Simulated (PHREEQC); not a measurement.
Make-up at 20 °C: 0.023 mol HF, 0.006 mol H2SiF6, 0.0029 mol H3BO3 and 4.4e-05 mol H2SO4 per kg of water. Closed to the air; pH follows from the charge balance.

The numbers come from PHREEQC with the ion-association model, phreeqc.dat.

### Question
The ionic strength comes out as 0.0216 mol/kgw. What activity coefficients do HSO4-, BF4-, SiF6-2, BF3OH-, H+ get?

### Answer
HSO4- 0.87, BF4- 0.87, SiF6-2 0.58, BF3OH- 0.87, H+ 0.89.

This is a speciation only: nothing precipitates in the calculation. Complexes and solids missing from the database can't appear. SiF6-2 is the database's only silicon fluoride. Real BF4- forms and hydrolyses slowly; the run takes it at equilibrium.
